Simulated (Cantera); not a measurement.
Input: 1 mol Al₂O₃, 0.028 mol C, 3 mol N₂, at 1977 °C.

Cantera equilibrium calculation (NASA polynomials, part measured and part estimated; ideal gas, pure solids and liquids). Candidate condensed phases: Al, AlN, Al₂O₃, C; 32 gas species. Mutual solubility and eutectic melting of coexisting phases are not modelled. Condensed phases not in the tables: aluminium oxynitride. Equilibrium is a limit: real reactors are often held back by kinetics, nucleation or transport.

x: gas mole fraction; n: condensed amount in mol.

| P (Pa) | x N₂ | x O | x Al | x AlO | x CO | n Al₂O₃(s) | n AlN(s) |
|---|---|---|---|---|---|---|---|
| 1 | 0.903 | 0.0432 | 0.0309 | 0.00989 | 0.00832 | 0.925 | 0 |
| 5.60 | 0.973 | 0.00570 | 0.00871 | 0.00206 | 0.00899 | 0.981 | 0 |
| 32 | 0.984 | 0.000429 | 0.00540 | 0.000549 | 0.00914 | 0.989 | 0 |
| 180 | 0.985 | 2.63e-5 | 0.00475 | 0.000166 | 0.00918 | 0.989 | 0 |
| 1000 | 0.985 | 1.65e-6 | 0.00413 | 5.06e-5 | 0.00919 | 0.989 | 0 |
| 5600 | 0.985 | ___ | ___ | ___ | 0.00919 | 0.989 | 0 |
| 32000 | 0.986 | ___ | ___ | ___ | 0.00920 | 0.988 | 0 |
| 180000 | 0.990 | 1.08e-9 | 0.000572 | 8.21e-7 | 0.00926 | 0.990 | 0.0145 |
| 1000000 | 0.991 | 3.43e-10 | 4.37e-5 | 1.11e-7 | 0.00927 | 0.991 | 0.0184 |

Question: Complete the blanks.

Answer: 
- 32000, x O: 6.90e-9
- 32000, x Al: 0.00265
- 32000, x AlO: 4.33e-6
- 5600, x O: 1.07e-7
- 5600, x Al: 0.00340
- 5600, x AlO: 1.50e-5
